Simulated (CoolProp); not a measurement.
Vapour-liquid equilibrium of R125 (1) + R143a (2) at 290.1 K; x and y are mole fractions of (1).

Computed with CoolProp (multi-fluid Helmholtz-energy mixture model, Lemmon 2005 and Lemmon and Jacobsen 2000; pair parameters Lemmon 2004).

**Question.** Give the bubble pressure and the first vapour's composition at x = 0.05, 0.35, 0.85. Is there an azeotrope?

**Answer.** x = 0.05: 1.017 MPa, y = 0.050; x = 0.35: 1.027 MPa, y = 0.360; x = 0.85: 1.082 MPa, y = 0.863. No azeotrope shows between x = 0.05 and 0.95.

The pair parameters rest on a limited set of measurements; away from them the model extrapolates.
